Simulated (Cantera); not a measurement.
A Cantera script and what it prints.

```python
import numpy as np
import cantera as ct

gas_names = """
    FeCL2 CL CL2 Fe2CL6 FeCL3
""".split()
cond_names = """
    Fe(a) Fe(c) Fe(d) Fe(L)
""".split()


# ... load() reads the species with a 1 bar reference pressure and builds the phases ...
species = {s.name: s for s in load("nasa_gas.yaml", gas_names) + load("nasa_condensed.yaml", cond_names)}
# Each term lists the table entries of one substance; the one whose range holds T is used.
reactions = {
    'FeCl2(g) = 2 Cl(g) + Fe':
        [(-1, ['FeCL2']), (2, ['CL']), (1, ['Fe(a)', 'Fe(c)', 'Fe(d)', 'Fe(L)'])],
    '2 FeCl2(g) + Cl2(g) = Fe2Cl6(g)':
        [(-2, ['FeCL2']), (-1, ['CL2']), (1, ['Fe2CL6'])],
    'Cl2(g) + 2 FeCl2(g) = 2 FeCl3(g)':
        [(-1, ['CL2']), (-2, ['FeCL2']), (2, ['FeCL3'])],
}


def pick(names, T):
    return next(species[n] for n in names if species[n].thermo.min_temp <= T <= species[n].thermo.max_temp)


results = []
for label, terms in reactions.items():
    print(label)
    print("     T/K   dH/kJ  dS/(J/K)   dG/kJ   log10 K")
    for T in [300, 1573, 1623, 1673, 1723, 1773]:
        used = [(nu, pick(names, T)) for nu, names in terms]
        dH = sum(nu * s.thermo.h(T) for nu, s in used) / 1e6
        dS = sum(nu * s.thermo.s(T) for nu, s in used) / 1e3
        dG = dH - T * dS / 1e3
        logK = -dG * 1e6 / (ct.gas_constant * T * np.log(10))
        results.append((label, T, dH, dS, dG, logK, [s.name for _, s in used]))
        print(f"{T:8g} {dH:8.1f} {dS:8.1f} {dG:8.1f} {logK:8.2f}")
```

Output:

```
FeCl2(g) = 2 Cl(g) + Fe
     T/K   dH/kJ  dS/(J/K)   dG/kJ   log10 K
     300    383.6     58.5    366.1   -63.74
    1573    409.8     89.9    268.3    -8.91
    1623    410.6     90.4    263.8    -8.49
    1673    412.2     91.4    259.3    -8.10
    1723    413.2     92.0    254.7    -7.72
    1773    414.2     92.6    250.1    -7.37
2 FeCl2(g) + Cl2(g) = Fe2Cl6(g)
     T/K   dH/kJ  dS/(J/K)   dG/kJ   log10 K
     300   -372.3   -284.6   -287.0    49.96
    1573   -346.9   -249.6     45.7    -1.52
    1623   -346.1   -249.1     58.1    -1.87
    1673   -345.3   -248.6     70.6    -2.20
    1723   -344.6   -248.2     83.0    -2.52
    1773   -343.9   -247.8     95.4    -2.81
Cl2(g) + 2 FeCl2(g) = 2 FeCl3(g)
     T/K   dH/kJ  dS/(J/K)   dG/kJ   log10 K
     300   -224.2   -133.2   -184.3    32.08
    1573   -220.4   -126.7    -21.1     0.70
    1623   -220.4   -126.7    -14.8     0.48
    1673   -220.5   -126.7     -8.4     0.26
    1723   -220.6   -126.8     -2.1     0.06
    1773   -220.7   -126.9      4.2    -0.12
```

Cantera with NASA thermochemical tables; ideal gases at 1 bar, condensed phases pure. Condensed species are held in their standard states even where they would react or evaporate.
